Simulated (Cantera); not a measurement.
**Silicon oxide and oxynitride deposition: SiH2Cl2 + N2O**

Feed: 1 mol SiH2Cl2, 0.34 mol N2O, equilibrated at 53.0 mbar.

Method: chemical equilibrium by Gibbs-energy minimisation in Cantera with the NASA 1993 tables (ideal gas, pure condensed phases). Candidate condensed phases: H2O, NH4Cl, Si, SiO2, Si2N2O, Si3N4; 47 gas species. The tables' values for SiCl3 are old estimates; treat these amounts as uncertain. Rates play no part.

```json
[
 {"T (K)": "775", "x HCl": "0.429", "x H2": "0.381", "x SiCl4": "0.190", "x SiHCl3": "0.000109", "n Si2N2O(s)": "0.340"},
 {"T (K)": "825", "x HCl": "0.429", "x H2": "0.381", "x SiCl4": "0.190", "x SiHCl3": "0.000209", "n Si2N2O(s)": "0.340"},
 {"T (K)": "875", "x HCl": "0.429", "x H2": "0.381", "x SiCl4": "0.190", "x SiHCl3": "0.000369", "n Si2N2O(s)": "0.340"},
 {"T (K)": "925", "x HCl": "0.429", "x H2": "0.380", "x SiCl4": "0.190", "x SiHCl3": "0.000611", "n Si2N2O(s)": "0.340"},
 {"T (K)": "975", "x HCl": "0.430", "x H2": "0.380", "x SiCl4": "0.189", "x SiHCl3": "0.000958", "n Si2N2O(s)": "0.340"},
 {"T (K)": "1025", "x HCl": "0.430", "x H2": "0.379", "x SiCl4": "0.189", "x SiHCl3": "0.00143", "n Si2N2O(s)": "0.340"},
 {"T (K)": "1075", "x HCl": "0.431", "x H2": "0.378", "x SiCl4": "0.188", "x SiHCl3": "0.00205", "n Si2N2O(s)": "0.340"},
 {"T (K)": "1125", "x HCl": "0.433", "x H2": "0.377", "x SiCl4": "0.186", "x SiHCl3": "0.00281", "n Si2N2O(s)": "0.340"},
 {"T (K)": "1175", "x HCl": "0.436", "x H2": "0.374", "x SiCl4": "0.183", "x SiHCl3": "0.00371", "n Si2N2O(s)": "0.340"}
]
```
x: gas mole fraction; n: condensed amount in mol.

From 775 K to 1175 K the condensed part is Si2N2O(s). The main Si-bearing gas is SiCl4 throughout.
